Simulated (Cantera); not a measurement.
Standard-state values (1 bar) from the NASA 1993 polynomials, evaluated with Cantera. Values are per mole of reaction as written; species without (g) are pure solids or liquids, kept so even where they would boil at 1 bar. VO: taken at fixed stoichiometry.

V2O5 → O2(g) + V2O3

```csv
T (K),ΔH° (kJ),ΔS° (J/K),ΔG° (kJ),log10 K,condensed phases
2273,266.1,96.6,46.6,-1.07,"V2O5(l), V2O3(s)"
2373,___,___,___,___,"V2O5(l), V2O3(l)"
2473,385.7,147.7,20.4,-0.43,"V2O5(l), V2O3(l)"
2573,___,___,___,___,"V2O5(l), V2O3(l)"
2673,___,___,___,___,"V2O5(l), V2O3(l)"
2773,387.4,148.3,-24.0,0.45,"V2O5(l), V2O3(l)"
2873,387.9,148.5,-38.8,0.71,"V2O5(l), V2O3(l)"
```

### Question
What belongs in the gaps?

### Answer

- 2373, ΔH° (kJ): 385.3
- 2373, ΔS° (J/K): 147.5
- 2373, ΔG° (kJ): 35.2
- 2373, log10 K: -0.77
- 2573, ΔH° (kJ): 386.3
- 2573, ΔS° (J/K): 147.9
- 2573, ΔG° (kJ): 5.7
- 2573, log10 K: -0.11
- 2673, ΔH° (kJ): 386.8
- 2673, ΔS° (J/K): 148.1
- 2673, ΔG° (kJ): -9.1
- 2673, log10 K: 0.18
